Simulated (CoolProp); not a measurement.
Saturated liquid density (kg/m³) of ethane: the reference equation beside estimates from Tc = 32.2 °C, pc = 48.72 bar, ω = 0.099. Rackett uses Z = 0.29056 − 0.08775 ω.

The numbers come from the reference Helmholtz-energy equation of state, Bücker 2006 in CoolProp.

| T (°C) | reference | Rackett | van der Waals |
|---|---|---|---|
| -120.95 | 582.6 | [?] | 378.7 |
| -113.15 | 573.6 | [?] | 373.2 |
| -105.45 | [?] | 561.3 | 367.6 |
| -97.65 | 555.0 | 552.0 | 361.7 |
| -89.95 | [?] | 542.6 | 355.7 |
| -82.25 | 535.8 | 532.9 | 349.5 |
| -74.45 | 525.7 | [?] | 342.9 |
| -66.75 | [?] | 512.6 | 336.1 |
| -58.95 | 504.6 | 501.8 | 329.0 |
| -51.25 | 493.5 | [?] | 321.5 |
| -43.55 | 481.9 | 479.1 | [?] |
| -35.75 | 469.6 | 466.8 | 305.3 |

Q: Complete the blanks.

A: 
- -120.95, Rackett: 579.1
- -113.15, Rackett: 570.2
- -105.45, reference: 564.4
- -89.95, reference: 545.5
- -74.45, Rackett: 522.8
- -66.75, reference: 515.4
- -51.25, Rackett: 490.7
- -43.55, van der Waals: 313.7

Absolute difference from the reference over all 12 rows, mean and median: Rackett 0.6 and 0.6 %, van der Waals 34.9 and 34.8 %.
